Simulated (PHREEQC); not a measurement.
MgCl2 is added in steps, without added water, to 1 kg of water holding 5.2 mmol/kgw NaOH and 0.14 mmol/kgw CO2, at 20 °C. CO2 from the air is kept out. The run lets Bischofite, Brucite, Halite, Nesquehonite, Nahcolite, Natron, Trona, MgCl2_4H2O precipitate or redissolve, and no other solid.

Base run: PHREEQC, Pitzer model, pitzer.dat. Each further column changes one thing. The table gives Mg+2 (mol/kgw).

| MgCl2 added (mol) | base | database wateq4f.dat |
|---|---|---|
| 0 | 0 | 0 |
| 0.001 | 2.16e-6 | 1.28e-6 |
| 0.0015 | 4.92e-6 | 2.92e-6 |
| 0.0025 | 0.000175 | 0.000146 |
| 0.0035 | 0.00105 | 0.00103 |
| 0.004 | 0.00153 | 0.00151 |
| 0.005 | 0.00251 | 0.00249 |
| 0.006 | 0.00350 | 0.00347 |
| 0.0065 | 0.00400 | 0.00397 |
| 0.0075 | 0.00499 | 0.00496 |
| 0.0085 | 0.00598 | 0.00595 |
| 0.009 | 0.00648 | 0.00645 |
| 0.01 | 0.00747 | 0.00745 |

 pitzer.dat has no redox and few complexes: it carries them in its interaction parameters. Solids allowed in the column 'database wateq4f.dat': Brucite, Nesquehonite, Halite, Nahcolite, Natron.
